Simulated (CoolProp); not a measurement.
Vapour-liquid equilibrium of n-hexane (1) + ethylbenzene (2) at 147.35 °C; x and y are mole fractions of (1).

The numbers come from the multi-fluid Helmholtz-energy mixture model, Thol 2019 and Zhou 2012; pair parameters Bell 2016 in CoolProp.

Question: Give the bubble pressure and the first vapour's composition at x = 0.55, 0.65, 0.75. Is there an azeotrope?

Answer: x = 0.55: 0.4656 MPa, y = 0.835; x = 0.65: 0.5185 MPa, y = 0.878; x = 0.75: 0.5720 MPa, y = 0.915. No azeotrope shows between x = 0.05 and 0.95.

The pair parameters rest on a limited set of measurements; away from them the model extrapolates.
